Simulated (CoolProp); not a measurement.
The fluid at 256.67 K and 1.53 MPa flows at 0.078 m/s in a round tube of 6 mm bore and 0.25 µm roughness, fully developed (64/Re and Nu = 3.66 if laminar; Colebrook and Gnielinski if turbulent). The same conditions are run with several fluids, on thermodynamics alone (safety and materials aside).

Values from CoolProp's reference Helmholtz-energy equation of state of each fluid (R227EA: Lemmon 2016; o-xylene: Zhou 2012; R134a: Tillner-Roth 1994).

Rank R227EA, o-xylene, R134a by Reynolds number, highest first.

R134a (1880), R227EA (1700), o-xylene (279)

```csv
fluid,Darcy friction factor,pressure drop (Pa/m),heat-transfer coefficient (W/(m² K)),mass flow (kg/h)
R227EA,0.0377,29.6,43.3,12.3
o-xylene,0.230,106,85.7,7.24
R134a,0.0341,23.3,61.1,10.7
```

Transport values come from each fluid's own correlations; those of R227EA, R134a are estimates that may be off by 10 % or more.
